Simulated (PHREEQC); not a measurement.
Consider water at 20 °C with 0.27 mol/kgw NaHF2. Closed to the air; pH follows from the charge balance.

Model: ion-association model, phreeqc.dat, run in PHREEQC.

Each row changes one thing in this solution. No solid was allowed to form.

```
case                                pH  ionic strength (mol/kgw)  Na+ (mol/kgw)  HF (mol/kgw)  F- (mol/kgw)  HF2- (mol/kgw)
--------------------------------  ----  ------------------------  -------------  ------------  ------------  --------------
as made                           2.93                     0.260          0.259         0.169         0.161          0.0991
NaHF2 from 0.27 to 0.135 mol/kgw  2.99                     0.132          0.131        0.0986        0.0971          0.0351
NaHF2 from 0.27 to 0.027 mol/kgw  3.09                    0.0276         0.0267        0.0238        0.0254         0.00223
0.33 mol/kgw H3PO4 added          2.02                     0.279          0.267         0.372        0.0447          0.0602
temperature from 20 to 80 °C      3.42                     0.260          0.260         0.163         0.154           0.106
```

Away from 25 °C the constants follow the database's enthalpies or fits; those with neither stay at their 25 °C values.
